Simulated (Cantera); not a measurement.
Mixture: 23.0 % H₂, 16.2 % O₂, 60.9 % N₂, equivalence ratio 0.71, at 1800000 Pa, adiabatic and at constant pressure. Ignition delay is the time to a rise of 400 K.

Computed with Cantera and the H2/O2 subset of GRI-Mech 3.0, which has no nitrogen chemistry. The hydrogen kinetics of GRI-Mech 3.0 are dated; newer H2 mechanisms differ, most at raised pressure. The pressure lies above the range GRI-Mech 3.0 was tuned for (to about 10 atm). Where the delays flatten at high temperature, the 400 K rule measures the pace of heat release, not the induction time.

### Question
Predict: delay at 1223 K; delay at 1323 K; delay at 1423 K; delay at 1523 K; delay at 1623 K; apparent activation energy between 1523 and 1623 K.

### Answer
```json
{
 "delay at 1223 K": "78.9 µs",
 "delay at 1323 K": "6.19 µs",
 "delay at 1423 K": "1.55 µs",
 "delay at 1523 K": "0.865 µs",
 "delay at 1623 K": "0.590 µs",
 "apparent activation energy between 1523 and 1623 K": "78 kJ/mol"
}
```
